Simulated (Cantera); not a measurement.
An adiabatic, constant-pressure homogeneous reactor starts with 9.09 % CH4, 12.1 % O2, 78.8 % N2, equivalence ratio 1.5, at 1473 K and 7.60 bar.

Computed with Cantera and GRI-Mech 3.0 (53 species, 325 reactions).

Question: Predict: time of steepest temperature rise; temperature at 0.900 s; equilibrium temperature; x(O2) at 0.900 s; x(HO2) at 0.900 s.

Answer: 
```
Quantity                                                             Value
---------------------------------  ---------------------------------------
time of steepest temperature rise                                 0.651 ms
temperature at 0.900 s                                              2460 K
equilibrium temperature                                             2460 K
x(O2) at 0.900 s                   1.63e-5 (gas-phase equilibrium 1.63e-5)
x(HO2) at 0.900 s                  1.92e-8 (gas-phase equilibrium 1.92e-8)
```
